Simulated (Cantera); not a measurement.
Diamond growth

A diamond (100) surface in a fixed gas of H2 with x(CH4) = 0.029, x(CH3) = 1.3e-05, at 1050 K, 0.0207 atm; coverages are run to steady state.

Detailed kinetics in Cantera: the Harris–Goodwin 1993 mechanism for the reconstructed diamond (100) surface.

```csv
x(H),growth (µm/h),θ c6HH,θ c6H*,θ c6*H,θ c6**,θ c6HM
0.0001,0.0101,0.609,0.0202,0.362,0.00557,0.00262
0.00021,0.0211,0.580,0.0215,0.386,0.00829,0.00282
0.00043,0.0394,0.566,0.0222,0.398,0.0105,0.00273
0.00088,0.0662,0.558,0.0226,0.404,0.0120,0.00233
0.0018,0.0982,0.555,0.0228,0.407,0.0128,0.00172
0.0038,0.129,0.553,0.0229,0.409,0.0133,0.00109
0.0078,0.151,0.553,0.0229,0.410,0.0136,0.000624
0.016,0.165,0.552,0.0230,0.411,0.0137,0.000332
0.033,0.173,0.552,0.0231,0.411,0.0138,0.000169
```
θ: site fractions in the mechanism's names (c6HH fully hydrogenated, c6H* and c6*H radical sites, c6** diradical, c6HM methylated).
